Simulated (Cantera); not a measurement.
Charge: 1 mol CaCO3, 1.3 mol CO2, at 1873 K and 1200 Torr.

Method: chemical equilibrium by Gibbs-energy minimisation in Cantera with the NASA 1993 tables (ideal gas, pure condensed phases). Candidate condensed phases: C, Ca, CaCO3, CaO; 15 gas species. The numbers say what is thermodynamically allowed, not how fast it happens.

Question: What is the equilibrium state?

Answer: 
```
Item                                       Result
--------------------------------------  ---------
x(CO2)                                      0.991
x(CO)                                     0.00606
x(O2)                                     0.00302
x(O)                                      1.03e-5
n(CaO(s))                                1.00 mol
gas amount                              2.307 mol
log10 activity of C(graphite) (absent)      -8.54
log10 activity of Ca(l) (absent)           -10.95
```
